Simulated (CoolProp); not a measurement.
Propane at 293.15 K and 0.44 MPa flows at 6.1 m/s in a round tube of 2 mm bore and 1.5 µm roughness, fully developed (64/Re and Nu = 3.66 if laminar; Colebrook and Gnielinski if turbulent). Each further row changes one setting.

Values from CoolProp's reference Helmholtz-energy equation of state, Lemmon 2009.

```csv
case,Reynolds number,Darcy friction factor,pressure drop (Pa/m),heat-transfer coefficient (W/(m² K)),mass flow (kg/h)
as stated,13200,[?],[?],[?],0.596
velocity 12.2 m/s,26300,[?],[?],649,1.19
diameter 4 mm,26300,0.0251,[?],[?],[?]
```

**Question.** What belongs in the gaps?

**Answer.** 
- as stated, Darcy friction factor: 0.0300
- as stated, pressure drop (Pa/m): 2410
- as stated, heat-transfer coefficient (W/(m² K)): 363
- velocity 12.2 m/s, Darcy friction factor: 0.0260
- velocity 12.2 m/s, pressure drop (Pa/m): 8360
- diameter 4 mm, pressure drop (Pa/m): 1010
- diameter 4 mm, heat-transfer coefficient (W/(m² K)): 313
- diameter 4 mm, mass flow (kg/h): 2.38

Viscosity comes from a separate model (Vogel 1998). Thermal conductivity comes from a separate model (Marsh 2002).
